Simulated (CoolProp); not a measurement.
Methane along the isobar 6.26 MPa: density (kg/m³) from the reference equation and from simpler models built on Tc = -82.6 °C, pc = 4.599 MPa, ω = 0.011; each cubic takes its own stable root.

The numbers come from the reference Helmholtz-energy equation of state, Setzmann 1991 in CoolProp.

```json
[
 {"T (°C)": "-95.45", "phase": "liquid", "reference": "309.1"},
 {"T (°C)": "-84.55", "phase": "liquid", "reference": "271.8"},
 {"T (°C)": "-73.75", "phase": "supercritical", "reference": "194.4"},
 {"T (°C)": "-62.95", "phase": "supercritical", "reference": "106.9"},
 {"T (°C)": "-52.15", "phase": "supercritical", "reference": "84.32"},
 {"T (°C)": "-41.35", "phase": "supercritical", "reference": "72.62"},
 {"T (°C)": "-30.45", "phase": "supercritical", "reference": "64.83"},
 {"T (°C)": "-19.65", "phase": "supercritical", "reference": "59.16"},
 {"T (°C)": "-8.85", "phase": "supercritical", "reference": "54.70"},
 {"T (°C)": "1.95", "phase": "supercritical", "reference": "51.07"},
 {"T (°C)": "12.75", "phase": "supercritical", "reference": "48.02"}
]
```

Task: How far does each simpler model (Redlich-Kwong, Peng-Robinson) lie from the reference over these 11 states: mean and median of the absolute difference, and the worst?

Result: 
- Redlich-Kwong: mean 3.0 %, median 0.2 %, worst -11.9 % at -73.75 °C and 6.26 MPa
- Peng-Robinson: mean 3.4 %, median 3.6 %, worst -4.9 % at -73.75 °C and 6.26 MPa
